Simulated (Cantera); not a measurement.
Input (Python, Cantera) and output of one run.

```python
import numpy as np
import cantera as ct

gas_names = """
    F FO FO2 F2 F2O Mg MgF MgF2 MgN MgO Mg2 Mg2F4 N NF NF2 NF3 NO NO2 NO3 N2 N2O O O2 O3
""".split()
cond_names = """
    Mg(cr) Mg(L) MgF2(s) MgF2(L) MgO(s) MgO(L)
""".split()


# ... load() reads the species with a 1 bar reference pressure and builds the phases ...
atoms = {
    'MgO': {'Mg': 1, 'O': 1},
    'NF3': {'N': 1, 'F': 3},
}
top_T = {}  # K; cautious upper limits of use, not melting points


# ... equilibrate(T, P, feed) seeds the gas with the atoms and calls Mixture.equilibrate('TP', solver="vcs", rtol=1e-11, max_steps=5000) ...
results = []
T = 1848.15  # K
P = 23  # Pa
for m in [0.51, 0.76, 1.1, 1.7, 2.5, 3.7, 5.5, 8.2]:
    feed = {'MgO': 1, 'NF3': m}  # mol
    mix = equilibrate(T, P, feed)
    results.append((T, P, feed, dict(zip(mix.species_names, mix.species_moles))))
    x = sorted(zip(gas.X, gas.species_names), reverse=True)
    print(f"T = {T:g} K  P = {P:g} Pa  n(NF3) = {m:g} mol  gas = {mix.phase_moles(0):.4g} mol")
    print("   x: " + "  ".join(f"{s} {v:.3e}" for v, s in x if v > 0.001))
    print("   condensed (mol): " + ("  ".join(f"{mix.phase(i).name} {mix.phase_moles(i):.4g}"
          for i in range(1, mix.n_phases) if mix.phase_moles(i) > 1e-12) or "none"))
```

Result:

```
T = 1848.15 K  P = 23 Pa  n(NF3) = 0.51 mol  gas = 1.409 mol
   x: MgF2 5.420e-01  O2 2.672e-01  N2 1.797e-01  O 6.464e-03  NO 2.625e-03  MgF 1.434e-03
   condensed (mol): MgO(s) 0.2343
T = 1848.15 K  P = 23 Pa  n(NF3) = 0.76 mol  gas = 2.166 mol
   x: MgF2 4.616e-01  O2 2.266e-01  N2 1.742e-01  F 1.292e-01  O 5.953e-03  NO 2.381e-03
   condensed (mol): none
T = 1848.15 K  P = 23 Pa  n(NF3) = 1.1 mol  gas = 3.358 mol
   x: F 3.871e-01  MgF2 2.978e-01  N2 1.629e-01  O2 1.456e-01  O 4.772e-03  NO 1.845e-03
   condensed (mol): none
T = 1848.15 K  P = 23 Pa  n(NF3) = 1.7 mol  gas = 5.46 mol
   x: F 5.677e-01  MgF2 1.831e-01  N2 1.550e-01  O2 8.900e-02  O 3.731e-03  NO 1.407e-03
   condensed (mol): none
T = 1848.15 K  P = 23 Pa  n(NF3) = 2.5 mol  gas = 8.262 mol
   x: F 6.657e-01  N2 1.507e-01  MgF2 1.210e-01  O2 5.844e-02  O 3.023e-03  NO 1.124e-03
   condensed (mol): none
T = 1848.15 K  P = 23 Pa  n(NF3) = 3.7 mol  gas = 12.47 mol
   x: F 7.300e-01  N2 1.480e-01  MgF2 8.022e-02  O2 3.843e-02  O 2.452e-03
   condensed (mol): none
T = 1848.15 K  P = 23 Pa  n(NF3) = 5.5 mol  gas = 18.77 mol
   x: F 7.726e-01  N2 1.462e-01  MgF2 5.328e-02  O2 2.528e-02  O 1.988e-03
   condensed (mol): none
T = 1848.15 K  P = 23 Pa  n(NF3) = 8.2 mol  gas = 28.22 mol
   x: F 8.008e-01  N2 1.450e-01  MgF2 3.543e-02  O2 1.662e-02  O 1.612e-03
   condensed (mol): none
```

Equilibrium computed with Cantera from the NASA thermochemical tables; the gas is ideal and each condensed phase is pure.
